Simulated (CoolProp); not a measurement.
Computed with CoolProp (reference Helmholtz-energy equation of state, McLinden 2015).

Problem. For the fluoroketone C6F12O (FK-5-1-12), give the phase and the density (kg/m³), cp (kJ/(kg K)), cv (kJ/(kg K)), isothermal compressibility (1/MPa) at 139.95 °C and 66.3 bar; 177.15 °C and 66.3 bar.

Solution. 
- 139.95 °C and 66.3 bar: liquid; density 1280, cp 1.20, cv 0.983, isothermal compressibility 0.0123
- 177.15 °C and 66.3 bar: supercritical; density 1130, cp 1.26, cv 1.02, isothermal compressibility 0.0248
